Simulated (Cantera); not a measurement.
Feed: 1 mol TEOS, 0.17 mol N₂O, 1.1 mol CO₂, at 627 °C and 0.0975 Torr.

These are equilibrium values from Cantera (NASA tables, ideal gas, pure condensed phases), not measurements of a reactor. Candidate condensed phases: C, C₆H₆, C₇H₈, C₈H₁₈, H₂O, Si, SiC, SiO₂, Si₂N₂O, Si₃N₄; 151 gas species. The feed counts by its element totals alone. The numbers say what is thermodynamically allowed, not how fast it happens.

Base state: H₂ 0.688, CO 0.300, N₂ 0.0117, CO₂ 6.55e-5, H₂O 6.52e-5, CH₄ 1.92e-5 (mole fractions); condensed: C(graphite) + SiO₂(β-quartz).

What changes in the equilibrium state with this change: CO₂ from 1.1 to 0.18 mol?


| species | before | after |
|---|---|---|
| H₂ | 0.688 | 0.787 |
| CO | 0.300 | 0.199 |
| N₂ | 0.0117 | 0.0134 |
| CO₂ | 6.55e-5 | 2.88e-5 |
| H₂O | 6.52e-5 | 4.95e-5 |
| CH₄ | 1.92e-5 | 2.52e-5 |
| C(graphite), mol | 4.73 | 5.65 |
| SiO₂(β-quartz), mol | 1.00 | 1.00 |
